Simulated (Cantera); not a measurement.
A closed system holds: 1 mol CuO, 300 mol H2, equilibrated at 775 K and 0.00133 bar.

These are equilibrium values from Cantera (NASA tables, ideal gas, pure condensed phases), not measurements of a reactor. Candidate condensed phases: Cu, CuO, Cu(OH)2, Cu2O, H2O; 12 gas species. Rates play no part.

### Question
What is the equilibrium state?

### Answer
```
Property                                   Value
-------------------------------------  ---------
x(H2)                                      0.997
x(H2O)                                   0.00333
n(Cu(s))                                1.00 mol
gas amount                             300.0 mol
log10 activity of Cu(OH)2(s) (absent)     -18.42
```
